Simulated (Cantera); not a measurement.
**Ignition delay**

Mixture: CH₄ : CO : O₂ : N₂ : H₂O = 1 : 0.37 : 1.82 : 6.85 : 2.1 (molar parts), at 1300000 Pa, adiabatic and at constant volume. Ignition delay is the time to a rise of 400 K.

Cantera simulation using GRI-Mech 3.0 (53 species, 325 reactions); the numbers are that mechanism's predictions, not measurements. The pressure lies above the range GRI-Mech 3.0 was tuned for (to about 10 atm).

| T0 (K) | delay (ms) |
|---|---|
| 1175 | 8.97 |
| 1275 | 2.44 |
| 1375 | 0.783 |
| 1475 | 0.278 |
| 1575 | 0.105 |
| 1675 | 0.0421 |

```yaml
apparent activation energy between 1475 and 1675 K: 190 kJ/mol
```
